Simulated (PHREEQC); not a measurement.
Make-up at 5.6 °C: 0.73 mmol/kgw H4SiO4. Closed to the air; pH follows from the charge balance.

Computed with PHREEQC (ion-association model, phreeqc.dat).

```csv
quantity,before,after
pH,6.64,6.50
ionic strength (mol/kgw),2.28e-7,3.19e-7
H3SiO4- (mol/kgw),2.19e-7,3.13e-7
SI of SiO2(a) (SiO2),-0.25,+0.05
```

Task: Which change was made?
A. H4SiO4 from 0.00073 to 0.000657 mol/kgw
B. H4SiO4 from 0.00073 to 0.00146 mol/kgw
C. temperature from 5.6 to 70 °C
D. temperature from 5.6 to 55 °C
E. H4SiO4 replaced by Na2SiO3 at the same molality

Result: B, H4SiO4 from 0.00073 to 0.00146 mol/kgw

Precipitation was switched off in this run. Some of these states are supersaturated (in Quartz (slow to form), Chalcedony (slow to form), for instance). Away from 25 °C the constants follow the database's enthalpies or fits; those with neither stay at their 25 °C values.
